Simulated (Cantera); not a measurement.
Charge: 1 mol Fe3O4, 0.012 mol H2O, held at 15.0 mbar.

Equilibrium computed with Cantera from the NASA thermochemical tables; the gas is ideal and each condensed phase is pure. Candidate condensed phases: Fe, FeO, Fe(OH)2, Fe(OH)3, Fe2O3, Fe3O4, H2O; 12 gas species. Rates play no part.

Problem. At 1473 K, list the 4 most abundant gas species with their mole fractions, and the condensed phases.

Solution. H2O 0.999, H2 0.000629, O2 0.000289, OH 0.000107. Condensed: Fe3O4(s).
